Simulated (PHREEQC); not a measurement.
0.012 g of hydrous ferric oxide (600 m²/g; 0.2 weak and 0.005 strong sites per Fe, Dzombak-Morel constants, diffuse double layer) in 1 kg of water with 0.001 mol/kgw of an inert sodium salt and 1.1e-05 mol NiCl2 and 5.1e-06 mol Na2HAsO4, at 25 °C; the pH is set by adding NaOH or the inert anion's acid. Oxygen alone is held at its pressure in air (log pO2 = -0.68). The system is closed to CO2. Precipitation was switched off in this run.

Base run: PHREEQC, ion-association model, wateq4f.dat. Each further column changes one thing. The table gives As sorbed (%).

```json
[
 {"pH": "3", "base": "100.0", "no electrostatic term (-no_edl)": "74.2", "background salt from 0.001 to 0.0001 mol/kgw": "100.0", "oxide from 0.012 to 0.06 g/kgw": "100.0"},
 {"pH": "4.33", "base": "100.0", "no electrostatic term (-no_edl)": "77.7", "background salt from 0.001 to 0.0001 mol/kgw": "100.0", "oxide from 0.012 to 0.06 g/kgw": "100.0"},
 {"pH": "5", "base": "100.0", "no electrostatic term (-no_edl)": "79.2", "background salt from 0.001 to 0.0001 mol/kgw": "100.0", "oxide from 0.012 to 0.06 g/kgw": "100.0"},
 {"pH": "5.67", "base": "100.0", "no electrostatic term (-no_edl)": "83.5", "background salt from 0.001 to 0.0001 mol/kgw": "100.0", "oxide from 0.012 to 0.06 g/kgw": "100.0"},
 {"pH": "7", "base": "99.2", "no electrostatic term (-no_edl)": "94.6", "background salt from 0.001 to 0.0001 mol/kgw": "99.3", "oxide from 0.012 to 0.06 g/kgw": "100.0"},
 {"pH": "8.33", "base": "86.4", "no electrostatic term (-no_edl)": "99.3", "background salt from 0.001 to 0.0001 mol/kgw": "86.7", "oxide from 0.012 to 0.06 g/kgw": "99.6"},
 {"pH": "9", "base": "71.7", "no electrostatic term (-no_edl)": "99.8", "background salt from 0.001 to 0.0001 mol/kgw": "71.3", "oxide from 0.012 to 0.06 g/kgw": "93.1"},
 {"pH": "9.67", "base": "54.3", "no electrostatic term (-no_edl)": "99.9", "background salt from 0.001 to 0.0001 mol/kgw": "53.4", "oxide from 0.012 to 0.06 g/kgw": "56.7"},
 {"pH": "11", "base": "11.6", "no electrostatic term (-no_edl)": "99.9", "background salt from 0.001 to 0.0001 mol/kgw": "10.8", "oxide from 0.012 to 0.06 g/kgw": "1.6"}
]
```

In at least one series the solution becomes supersaturated in solids that the run did not let form, among them Ni(OH)2. The database has no arsenate complexes of Ni. The oxide is taken as insoluble; below pH 4 it would dissolve.
